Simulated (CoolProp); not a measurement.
The fluid at 298.15 K and 15.3 MPa flows at 0.25 m/s in a round tube of 4.6 mm bore and 45 µm roughness, fully developed (64/Re and Nu = 3.66 if laminar; Colebrook and Gnielinski if turbulent). The same conditions are run with several fluids, on thermodynamics alone (safety and materials aside).

Values from CoolProp's reference Helmholtz-energy equation of state of each fluid (ethane: Bücker 2006; R407C: Lemmon 2003; sulfur hexafluoride: Guder 2009; R22: Kamei 1995; carbon dioxide: Span 1996). Blends and air are pseudo-pure fits.

Question: Rank ethane, R407C, sulfur hexafluoride, R22, carbon dioxide by Reynolds number, highest first.

Answer: carbon dioxide (11500), sulfur hexafluoride (9350), R22 (9010), ethane (7580), R407C (7230)

```csv
fluid,Darcy friction factor,pressure drop (Pa/m),heat-transfer coefficient (W/(m² K)),mass flow (kg/h)
ethane,0.0443,123,972,6.12
R407C,0.0446,368,1030,18.2
sulfur hexafluoride,0.0432,463,966,23.6
R22,0.0434,371,1140,18.8
carbon dioxide,0.0423,253,1580,13.1
```

Transport values come from each fluid's own correlations; those of R22 are estimates that may be off by 10 % or more.
